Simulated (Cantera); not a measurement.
Feed: 1 mol SiH2Cl2, 0.38 mol O3, a varied amount of N2, at 1027 °C and 0.00630 bar.

These are equilibrium values from Cantera (NASA tables, ideal gas, pure condensed phases), not measurements of a reactor. Candidate condensed phases: H2O, NH4Cl, Si, SiO2, Si2N2O, Si3N4; 47 gas species. N2 is the only nitrogen source here; it is nearly inert below about 1500 K, so the nitride shown seldom forms there in practice. Mutual solubility and eutectic melting of coexisting phases are not modelled. The tables' values for SiCl3 are old estimates; treat these amounts as uncertain. The tables hold silica as quartz up to 1696 K and as liquid above; real silica turns to tridymite and cristobalite and melts near 1996 K. The numbers say what is thermodynamically allowed, not how fast it happens.

Question: At 7.6 mol N2, list the 4 most abundant gas species with their mole fractions, and the condensed phases.

Answer: N2 0.789, HCl 0.199, H2 0.00793, SiCl4 0.00364. Condensed: SiO2(β-quartz) + Si2N2O(s).
